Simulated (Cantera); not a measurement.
Charge: 1 mol SiO2, 1 mol NF3, 15 mol N2, at 710 Pa.

Method: chemical equilibrium by Gibbs-energy minimisation in Cantera with the NASA 1993 tables (ideal gas, pure condensed phases). Candidate condensed phases: Si, SiO2, Si2N2O, Si3N4; 28 gas species. The tables' values for SiF3 are old estimates; treat these amounts as uncertain. The tables hold silica as quartz up to 1696 K and as liquid above; real silica turns to tridymite and cristobalite and melts near 1996 K. Equilibrium is a limit: real reactors are often held back by kinetics, nucleation or transport.

x: gas mole fraction; n: condensed amount in mol.

```json
[
 {"T (K)": "698", "x N2": "0.912", "x O2": "0.0441", "x SiF4": "0.0441", "x NO": "1.33e-7", "x O": "<1e-12", "n SiO2(α-quartz)": "0.250", "n SiO2(β-quartz)": "0", "n SiO2(condensed)": "0"},
 {"T (K)": "798", "x N2": "0.912", "x O2": "0.0441", "x SiF4": "0.0441", "x NO": "9.54e-7", "x O": "<1e-12", "n SiO2(α-quartz)": "0.250", "n SiO2(β-quartz)": "0", "n SiO2(condensed)": "0"},
 {"T (K)": "898", "x N2": "0.912", "x O2": "0.0441", "x SiF4": "0.0441", "x NO": "4.42e-6", "x O": "?", "n SiO2(α-quartz)": "0", "n SiO2(β-quartz)": "0.250", "n SiO2(condensed)": "0"},
 {"T (K)": "998", "x N2": "0.912", "x O2": "0.0441", "x SiF4": "0.0441", "x NO": "1.51e-5", "x O": "?", "n SiO2(α-quartz)": "0", "n SiO2(β-quartz)": "0.250", "n SiO2(condensed)": "0"},
 {"T (K)": "1098", "x N2": "0.912", "x O2": "0.0441", "x SiF4": "0.0441", "x NO": "4.11e-5", "x O": "?", "n SiO2(α-quartz)": "0", "n SiO2(β-quartz)": "0.250", "n SiO2(condensed)": "0"},
 {"T (K)": "1198", "x N2": "0.912", "x O2": "0.0441", "x SiF4": "0.0441", "x NO": "9.49e-5", "x O": "?", "n SiO2(α-quartz)": "0", "n SiO2(β-quartz)": "0.250", "n SiO2(condensed)": "0"},
 {"T (K)": "1298", "x N2": "0.912", "x O2": "0.0440", "x SiF4": "0.0441", "x NO": "0.000192", "x O": "?", "n SiO2(α-quartz)": "0", "n SiO2(β-quartz)": "0.250", "n SiO2(condensed)": "0"},
 {"T (K)": "1398", "x N2": "0.912", "x O2": "0.0439", "x SiF4": "0.0441", "x NO": "0.000353", "x O": "?", "n SiO2(α-quartz)": "0", "n SiO2(β-quartz)": "0.250", "n SiO2(condensed)": "0"},
 {"T (K)": "1498", "x N2": "0.911", "x O2": "0.0438", "x SiF4": "0.0441", "x NO": "0.000595", "x O": "?", "n SiO2(α-quartz)": "0", "n SiO2(β-quartz)": "0.250", "n SiO2(condensed)": "0"},
 {"T (K)": "1598", "x N2": "0.911", "x O2": "0.0436", "x SiF4": "0.0441", "x NO": "0.000941", "x O": "?", "n SiO2(α-quartz)": "0", "n SiO2(β-quartz)": "0.250", "n SiO2(condensed)": "0"},
 {"T (K)": "1698", "x N2": "0.911", "x O2": "0.0434", "x SiF4": "0.0441", "x NO": "0.00141", "x O": "?", "n SiO2(α-quartz)": "0", "n SiO2(β-quartz)": "0", "n SiO2(condensed)": "0.250"},
 {"T (K)": "1798", "x N2": "0.911", "x O2": "0.0430", "x SiF4": "0.0441", "x NO": "0.00201", "x O": "?", "n SiO2(α-quartz)": "0", "n SiO2(β-quartz)": "0", "n SiO2(condensed)": "0.250"}
]
```

Some entries are withheld; supply them.


- 898, x O: 1.24e-11
- 998, x O: 3.69e-10
- 1098, x O: 5.91e-9
- 1198, x O: 5.98e-8
- 1298, x O: 4.25e-7
- 1398, x O: 2.28e-6
- 1498, x O: 9.80e-6
- 1598, x O: 3.51e-5
- 1698, x O: 0.000108
- 1798, x O: 0.000294
